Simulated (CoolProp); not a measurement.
Properties of dodecamethylpentasiloxane (MD3M) at several states (Tc = 628.0 K, pc = 954.0 kPa, ω = 0.730).

Model: reference Helmholtz-energy equation of state, Thol 2019, in CoolProp.

| T (K) | p (kPa) | phase | density (kg/m³) | cp (kJ/(kg K)) | speed of sound (m/s) | expansivity (1/kK) | fugacity coefficient |
|---|---|---|---|---|---|---|---|
| 402.8 | 85.5 | liquid | 767.1 | 1.941 | 638.1 | 1.335 | ___ |
| 339.4 | 117 | liquid | 830.2 | ___ | 817.3 | ___ | ___ |
| 444.7 | 105 | liquid | ___ | 2.030 | 528.9 | 1.514 | 0.1952 |
| 222.4 | 496 | liquid | 944.2 | ___ | 1224 | 1.057 | 5.483e-10 |
| 565.3 | 19 | gas | 1.574 | 2.002 | 109.9 | 1.854 | 0.9887 |
| 328.1 | 22.5 | liquid | 841.0 | 1.779 | 850.5 | 1.152 | 0.003363 |

Task: Some entries are withheld; supply them.

Result: 
- 402.8, fugacity coefficient: 0.05352
- 339.4, cp (kJ/(kg K)): 1.805
- 339.4, expansivity (1/kK): 1.170
- 339.4, fugacity coefficient: 0.001430
- 444.7, density (kg/m³): 722.9
- 222.4, cp (kJ/(kg K)): 1.470
